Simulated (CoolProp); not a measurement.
Saturation properties of R113.

Model: reference Helmholtz-energy equation of state, Marx 1992, in CoolProp.

```csv
T (K),p (MPa),liquid density (kg/m³),vapour density (kg/m³)
289.5,0.03151,(withheld),2.497
304.4,0.05699,(withheld),4.336
319.3,0.09660,1512,7.099
334.2,0.1550,1474,11.07
349.1,(withheld),1435,(withheld)
364,0.3501,1395,24.08
378.9,0.4987,1352,34.03
393.8,0.6901,1306,47.12
408.7,0.9313,1256,64.26
423.6,1.230,1201,86.81
438.5,1.595,1138,117.0
453.4,(withheld),1063,159.0
```

Question: Fill in the missing entries.

Answer: 
- 289.5, liquid density (kg/m³): 1584
- 304.4, liquid density (kg/m³): 1548
- 349.1, p (MPa): 0.2376
- 349.1, vapour density (kg/m³): 16.60
- 453.4, p (MPa): 2.035

It boils at 320.7 K under 1 atm.
